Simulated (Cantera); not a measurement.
Stirred combustor or abatement burner

A perfectly stirred reactor is fed with 6.65 % CH4, 19.5 % O2, 73.8 % N2, at 540000 Pa; it is adiabatic with a 750 K inlet, and is followed from long to short residence time, starting on the burning branch (τ in s: 0.089, 0.037, 0.015, 0.0064, 0.0027, 0.0011, 0.00047, 0.00019, 8.1e-05).

Model: GRI-Mech 3.0 (53 species, 325 reactions), integrated in Cantera.

```json
[
 {"τ (s)": "0.089", "T (K)": "2146", "x CH4": "1.08e-6", "x O2": "0.0613", "x H2": "0.000194", "x NO2": "2.80e-6", "x H2O": "0.132", "x CH2O": "1.55e-7", "x C2H": "<1e-12"},
 {"τ (s)": "0.037", "T (K)": "2147", "x CH4": "2.51e-6", "x O2": "0.0617", "x H2": "0.000205", "x NO2": "1.50e-6", "x H2O": "0.131", "x CH2O": "3.64e-7", "x C2H": "<1e-12"},
 {"τ (s)": "0.015", "T (K)": "2146", "x CH4": "5.86e-6", "x O2": "0.0620", "x H2": "0.000231", "x NO2": "7.72e-7", "x H2O": "0.131", "x CH2O": "8.58e-7", "x C2H": "1.81e-12"},
 {"τ (s)": "0.0064", "T (K)": "2143", "x CH4": "1.24e-5", "x O2": "0.0621", "x H2": "0.000283", "x NO2": "4.45e-7", "x H2O": "0.131", "x CH2O": "1.85e-6", "x C2H": "7.61e-12"},
 {"τ (s)": "0.0027", "T (K)": "2137", "x CH4": "2.50e-5", "x O2": "0.0624", "x H2": "0.000390", "x NO2": "2.93e-7", "x H2O": "0.131", "x CH2O": "3.82e-6", "x C2H": "2.70e-11"},
 {"τ (s)": "0.0011", "T (K)": "2124", "x CH4": "4.86e-5", "x O2": "0.0628", "x H2": "0.000602", "x NO2": "2.15e-7", "x H2O": "0.130", "x CH2O": "7.65e-6", "x C2H": "8.06e-11"},
 {"τ (s)": "0.00047", "T (K)": "2104", "x CH4": "8.85e-5", "x O2": "0.0634", "x H2": "0.000949", "x NO2": "1.62e-7", "x H2O": "0.129", "x CH2O": "1.42e-5", "x C2H": "1.93e-10"},
 {"τ (s)": "0.00019", "T (K)": "2070", "x CH4": "0.000170", "x O2": "0.0648", "x H2": "0.00154", "x NO2": "1.12e-7", "x H2O": "0.127", "x CH2O": "2.72e-5", "x C2H": "4.39e-10"},
 {"τ (s)": "8.1e-5", "T (K)": "2020", "x CH4": "0.000332", "x O2": "0.0672", "x H2": "0.00235", "x NO2": "7.30e-8", "x H2O": "0.125", "x CH2O": "5.14e-5", "x C2H": "9.36e-10"}
]
```
x: mole fraction; the columns are a selection and need not sum to one.
